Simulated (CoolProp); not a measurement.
Computed with CoolProp (reference Helmholtz-energy equation of state, Lemmon 2016).

Q: Give the vapour pressure (kPa), vapour Z, surface tension (mN/m) of saturated R365MFC at 60.75, 92.45 °C.

A: 
| T (°C) | p (kPa) | vapour Z | surface tension (mN/m) |
|---|---|---|---|
| 60.75 | 201 | 0.926 | 11.2 |
| 92.45 | 487 | 0.863 | 7.86 |

Surface tension comes from a separate correlation (Mulero 2012).
